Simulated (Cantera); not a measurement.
Charge: 1 mol SiCl₄, 0.8 mol Cl₂, 0.9 mol H₂, at 1098.15 K and 100 Torr.

Cantera equilibrium calculation (NASA polynomials, part measured and part estimated; ideal gas, pure solids and liquids). Candidate condensed phases: Si; 19 gas species. The tables' values for SiCl₃ are old estimates; treat these amounts as uncertain. Rates play no part.

Base state: HCl 0.593, SiCl₄ 0.370, H₂ 0.0366, SiHCl₃ 0.000332, SiCl₃ 0.000261 (mole fractions); condensed: gas only.

Question: What changes in the equilibrium state with this change: H₂ from 0.9 to 4.9 mol?

Answer: 
| species | before | after |
|---|---|---|
| H₂ | 0.0366 | 0.606 |
| HCl | 0.593 | 0.245 |
| SiCl₄ | 0.370 | 0.143 |
| SiH₂Cl₂ | 3.57e-8 | 2.22e-5 |
| SiCl₂ | 2.58e-6 | 9.68e-5 |
| SiHCl₃ | 0.000332 | 0.00515 |
| SiCl₃ | 0.000261 | 0.000992 |
